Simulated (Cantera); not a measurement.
Charge: 1 mol SiC, 0.014 mol O2, 12 mol H2, 0.033 mol CO2, equilibrated at 925 K.

These are equilibrium values from Cantera (NASA tables, ideal gas, pure condensed phases), not measurements of a reactor. Candidate condensed phases: C, C6H6, C7H8, C8H18, H2O, Si, SiC, SiO2; 123 gas species. The numbers say what is thermodynamically allowed, not how fast it happens.

log p: log10 of the partial pressure in bar; n: condensed amount in mol.

| P (Pa) | log p H2 | log p CH4 | log p CO | log p SiO | n SiC(s) | n SiO2(β-quartz) | n C(graphite) |
|---|---|---|---|---|---|---|---|
| 0.100 | -6.00 | -12.76 | [?] | -12.56 | 0.980 | 0.0203 | 0 |
| 0.600 | -5.22 | -11.09 | -8.19 | -12.62 | 0.959 | 0.0406 | 0.0607 |
| 3.60 | -4.44 | -9.53 | -8.19 | -12.62 | 0.954 | 0.0459 | 0.0767 |
| 22 | -3.66 | -7.96 | -8.19 | -12.62 | 0.953 | 0.0468 | 0.0789 |
| 130 | -2.89 | -6.42 | -8.19 | -12.62 | 0.953 | 0.0470 | 0.0764 |
| 770 | -2.11 | -4.87 | -8.19 | -12.62 | 0.953 | 0.0470 | 0.0591 |
| 4600 | -1.34 | -3.51 | [?] | -12.52 | 0.953 | 0.0470 | 0 |
| 28000 | -0.56 | -2.73 | [?] | -12.13 | 0.953 | 0.0470 | 0 |
| 170000 | 0.23 | -1.94 | [?] | -11.74 | 0.953 | 0.0470 | 0 |
| 1000000 | 1.00 | -1.17 | <-11 | <-11 | 0.953 | 0.0470 | 0 |

Task: Complete the blanks.

Result: 
- 0.100, log p CO: -8.35
- 4600, log p CO: -8.47
- 28000, log p CO: -9.65
- 170000, log p CO: -10.82
